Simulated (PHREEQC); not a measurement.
**Nickel, zinc or cadmium bath (model solution)**

Make-up at 25 °C: 130 mmol/kgw ZnCl2, 2.8 mmol/kgw KCl and 1.2 mmol/kgw H2SO4. Closed to the air; pH follows from the charge balance.

Computed with PHREEQC (ion-association model, phreeqc.dat).

| Item | Value |
|---|---|
| pH | 2.73 |
| ionic strength | 0.352 mol/kgw |
| activity of water | 0.994 |
| density | 1.013 g/cm³ |
| total alkalinity | -2.40 meq/kg |

```json
[
 {"species": "Cl-", "molality": "0.240", "activity": "0.162", "log γ": "-0.171"},
 {"species": "Zn+2", "molality": "0.110", "activity": "0.0267", "log γ": "-0.613"},
 {"species": "ZnCl+", "molality": "0.0172", "activity": "0.0116", "log γ": "-0.170"},
 {"species": "K+", "molality": "0.00280", "activity": "0.00187", "log γ": "-0.175"},
 {"species": "H+", "molality": "0.00237", "activity": "0.00184", "log γ": "-0.110"},
 {"species": "ZnCl2", "molality": "0.00182", "activity": "0.00197", "log γ": "0.035"},
 {"species": "ZnSO4", "molality": "0.000672", "activity": "0.000729", "log γ": "0.035"},
 {"species": "ZnCl3-", "molality": "0.000529", "activity": "0.000358", "log γ": "-0.170"},
 {"species": "SO4-2", "molality": "0.000493", "activity": "0.000116", "log γ": "-0.627"}
]
```

This is a speciation only: nothing precipitates in the calculation.
